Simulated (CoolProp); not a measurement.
Properties of isopentane at several states.

Values from CoolProp's reference Helmholtz-energy equation of state, Lemmon 2006. It is a short technical equation, of lower accuracy than the large ones.

```
T (K)  p (MPa)   phase      Z  cp (kJ/(kg K))  speed of sound (m/s)
-----  -------  ------  -----  --------------  --------------------
205.2   0.0119  liquid      …               …                     …
190.8     10.7  liquid      …               …                     …
135.7     12.2  liquid  1.012               …                     …
```

Complete the blanks.


- 205.2, Z: 0.0007162
- 205.2, cp (kJ/(kg K)): 1.869
- 205.2, speed of sound (m/s): 1431
- 190.8, Z: 0.6742
- 190.8, cp (kJ/(kg K)): 1.815
- 190.8, speed of sound (m/s): 1569
- 135.7, cp (kJ/(kg K)): 1.724
- 135.7, speed of sound (m/s): 1909
